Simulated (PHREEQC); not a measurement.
Model water analysis in mg/kgw, 25 °C, pH 6.6, pe 11.1: Na 6.54; K 7.85; Ca 80.5; Mg 28.8; Cl 39.2; S(6) as SO4 4.72; Alkalinity as HCO3 350; Sr 15.2.

Valence states are taken as typed.

Computed with PHREEQC (ion-association model, phreeqc.dat).

The ionic strength comes out as 0.0101 mol/kgw. What activity coefficients do Sr+2, Ca+2, Na+, MgHCO3+, K+ get?

Sr+2 0.67, Ca+2 0.67, Na+ 0.90, MgHCO3+ 0.90, K+ 0.90.

Precipitation was switched off in this run.
